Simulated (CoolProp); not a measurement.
The fluid at 298.15 K and 0.0786 MPa is throttled through a valve to 0.0532 MPa with no heat exchange. The same conditions are run with several fluids, on thermodynamics alone (safety and materials aside).

Computed with CoolProp (reference Helmholtz-energy equation of state of each fluid (neopentane: Lemmon 2006; R114: Platzer 1990; n-perfluorobutane: Gao 2022; R125: Lemmon 2005; normal hydrogen: Leachman 2009)). The equations of Platzer and Polt are older, rougher fits.

```csv
fluid,temperature change (K),final density (kg/m³)
neopentane,-0.6,1.58
R114,-0.5,3.73
n-perfluorobutane,-0.3,5.21
R125,-0.4,2.60
normal hydrogen,+0.0,0.0432
```
